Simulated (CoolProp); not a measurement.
R124 along the isotherm 227.9 K: fugacity coefficient from the reference equation and from simpler models built on Tc = 395.4 K, pc = 36.24 bar, ω = 0.288; each cubic takes its own stable root.

The numbers come from the reference Helmholtz-energy equation of state, de Vries 1995 in CoolProp.

```json
[
 {"p (bar)": "0.0573", "phase": "gas", "reference": "0.9962"},
 {"p (bar)": "0.109", "phase": "gas", "reference": "0.9927"},
 {"p (bar)": "0.206", "phase": "liquid", "reference": "0.9416"},
 {"p (bar)": "0.39", "phase": "liquid", "reference": "0.4978"},
 {"p (bar)": "0.74", "phase": "liquid", "reference": "0.2628"},
 {"p (bar)": "1.4", "phase": "liquid", "reference": "0.1393"},
 {"p (bar)": "2.66", "phase": "liquid", "reference": "0.07375"},
 {"p (bar)": "5.04", "phase": "liquid", "reference": "0.03935"},
 {"p (bar)": "9.56", "phase": "liquid", "reference": "0.02118"},
 {"p (bar)": "18.1", "phase": "liquid", "reference": "0.01163"}
]
```

Task: How far does each simpler model (Redlich-Kwong, Soave-Redlich-Kwong, Peng-Robinson) lie from the reference over these 10 states: mean and median of the absolute difference, and the worst?

Result: 
- Redlich-Kwong: mean 96.1 %, median 142.3 %, worst +144.7 % at 227.9 K and 18.1 bar
- Soave-Redlich-Kwong: mean 0.3 %, median 0.4 %, worst -0.5 % at 227.9 K and 0.206 bar
- Peng-Robinson: mean 2.3 %, median 2.8 %, worst +2.9 % at 227.9 K and 0.206 bar

At some of these states Redlich-Kwong gives the other phase, because its saturation line lies elsewhere.
